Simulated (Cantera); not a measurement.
Cantera run, input and output.

```python
import numpy as np
import cantera as ct

gas = ct.Solution("h2o2.yaml")
gas.TPX = 1325, 26000, {'H2': 1.8, 'O2': 1, 'N2': 6.6}
inlet = ct.Reservoir(gas, clone=True)

reactor = ct.IdealGasConstPressureReactor(gas, energy="off", clone=False)
exhaust = ct.Reservoir(gas, clone=True)
tau = [3.4, 1.7, 0.83, 0.41, 0.21, 0.1, 0.051, 0.025, 0.013, 0.0062, 0.0031][0]
for a, b in ((inlet, reactor), (reactor, exhaust)):
    ct.MassFlowController(a, b, mdot=lambda t: reactor.mass / tau)
net = ct.ReactorNet([reactor])
show = ['H2', 'O2', 'H2O', 'O', 'HO2', 'H2O2', 'H']

rows = []
print(f"{'tau/s':>10s}{'T/K':>9s}" + "".join(f"{s:>11s}" for s in show))
for tau in [3.4, 1.7, 0.83, 0.41, 0.21, 0.1, 0.051, 0.025, 0.013, 0.0062, 0.0031]:
    net.initial_time = 0.0
    net.advance(30 * tau)
    before = gas.X
    net.advance(40 * tau)
    drift = np.max(np.abs(gas.X - before) / (gas.X + 1e-9))
    rows.append([gas.T, *gas[show].X, drift])
    print(f"{tau:10.3e}{gas.T:9.1f}" + "".join(f"{x:11.3e}" for x in gas[show].X))
```

Result:

```
     tau/s      T/K         H2         O2        H2O          O        HO2       H2O2          H
 3.400e+00   1325.0  3.375e-04  1.184e-02  2.112e-01  3.226e-05  1.094e-06  1.699e-07  3.198e-05
 1.700e+00   1325.0  5.309e-04  1.191e-02  2.109e-01  5.152e-05  1.463e-06  2.307e-07  6.348e-05
 8.300e-01   1325.0  8.427e-04  1.204e-02  2.105e-01  8.349e-05  1.883e-06  3.100e-07  1.281e-04
 4.100e-01   1325.0  1.315e-03  1.224e-02  2.098e-01  1.338e-04  2.304e-06  4.047e-07  2.531e-04
 2.100e-01   1325.0  1.982e-03  1.255e-02  2.088e-01  2.084e-04  2.688e-06  5.083e-07  4.762e-04
 1.000e-01   1325.0  3.067e-03  1.308e-02  2.072e-01  3.388e-04  3.093e-06  6.335e-07  9.402e-04
 5.100e-02   1325.0  4.460e-03  1.379e-02  2.050e-01  5.232e-04  3.457e-06  7.491e-07  1.702e-03
 2.500e-02   1325.0  6.457e-03  1.488e-02  2.016e-01  8.229e-04  3.864e-06  8.635e-07  3.094e-03
 1.300e-02   1325.0  8.828e-03  1.627e-02  1.974e-01  1.237e-03  4.283e-06  9.534e-07  5.192e-03
 6.200e-03   1325.0  1.218e-02  1.836e-02  1.909e-01  1.938e-03  4.830e-06  1.031e-06  8.976e-03
 3.100e-03   1325.0  1.596e-02  2.092e-02  1.827e-01  2.906e-03  5.418e-06  1.076e-06  1.439e-02
```

Computed with Cantera and the H2/O2 subset of GRI-Mech 3.0, which has no nitrogen chemistry. The temperature is held fixed by assumption; the heat of reaction is taken as removed at once.
